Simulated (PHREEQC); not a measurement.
Consider water at 25 °C with 0.012 mol/kgw HF, 0.00016 mol/kgw H2SiF6 and 8.6e-05 mol/kgw H3BO3. Closed to the air; pH follows from the charge balance.

Equilibrium calculation in PHREEQC: ion-association model, phreeqc.dat.

This is a speciation only: nothing precipitates in the calculation.

### Question
Order these B species by the share of B that they hold, largest first: BF3OH-, BF2(OH)2-, BF4-, H3BO3.

### Answer
BF4- (95 %), BF3OH- (3.8 %), H3BO3 (0.93 %), BF2(OH)2- (0.57 %)

### Question
Order these F species by the share of F that they hold, largest first: HF, SiF6-2, BF4-, HF2-, F-.

### Answer
HF (70 %), F- (18 %), SiF6-2 (7.4 %), BF4- (2.5 %), HF2- (1.3 %)

The pH is 2.57 and the ionic strength 0.00303 mol/kgw. SiF6-2 is the database's only silicon fluoride. Real BF4- forms and hydrolyses slowly; the run takes it at equilibrium.
